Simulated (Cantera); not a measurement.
A freely propagating, adiabatic, planar premixed flame of 9.51 % CH₄, 19.0 % O₂, 71.5 % N₂, equivalence ratio 1.0, unburnt at 523 K and 1.48 atm; mixture-averaged transport, grid criteria slope 0.08 and curve 0.16, no radiation.

Model: GRI-Mech 3.0 (53 species, 325 reactions), integrated in Cantera. Burning velocities carry a grid error of a few per cent, more on coarse grids.

x: mole fraction of selected species; z is measured from the peak of heat release.

| z (mm) | T (K) | u (m/s) | x CH₄ | x O₂ | x C₂H₆ | x H₂O | x CO₂ | x HCO |
|---|---|---|---|---|---|---|---|---|
| -0.772 | 523 | 0.886 | 0.0950 | 0.190 | 1.76e-8 | 3.13e-5 | 1.46e-7 | <1e-8 |
| -0.514 | 525 | 0.890 | 0.0947 | 0.190 | 3.30e-7 | 0.000297 | 2.49e-6 | <1e-8 |
| -0.386 | 532 | 0.905 | 0.0939 | 0.189 | 3.26e-6 | 0.00149 | 2.24e-5 | <1e-8 |
| -0.257 | ___ | 1.01 | 0.0898 | 0.184 | ___ | ___ | ___ | <1e-8 |
| -0.129 | 980 | 1.70 | 0.0645 | 0.152 | 0.000697 | 0.0526 | 0.00449 | 5.36e-7 |
| -0.0643 | 1401 | 2.45 | 0.0355 | 0.110 | 0.000908 | 0.0966 | 0.0125 | 1.31e-5 |
| 0 | 1797 | 3.17 | 0.00822 | 0.0616 | 9.76e-5 | 0.139 | 0.0262 | 5.30e-5 |
| 0.0643 | 1959 | 3.45 | 0.000545 | 0.0340 | 3.80e-7 | 0.158 | 0.0412 | 1.71e-5 |
| 0.129 | 2009 | 3.52 | 1.77e-5 | 0.0248 | <1e-8 | 0.161 | 0.0522 | 9.37e-7 |
| 0.257 | 2068 | 3.61 | 2.76e-8 | 0.0199 | <1e-8 | 0.163 | 0.0621 | 6.19e-8 |
| 0.514 | 2140 | 3.71 | <1e-8 | 0.0167 | <1e-8 | 0.166 | 0.0676 | 3.50e-8 |
| 1.03 | 2215 | 3.83 | <1e-8 | ___ | <1e-8 | 0.172 | 0.0715 | ___ |
| 2.06 | 2279 | 3.92 | <1e-8 | 0.0110 | <1e-8 | 0.176 | 0.0755 | <1e-8 |

Problem. Complete the blanks.

Solution. 
- -0.257, T (K): 589
- -0.257, x C₂H₆: 4.65e-5
- -0.257, x H₂O: 0.00903
- -0.257, x CO₂: 0.000288
- 1.03, x O₂: 0.0137
- 1.03, x HCO: 1.77e-8
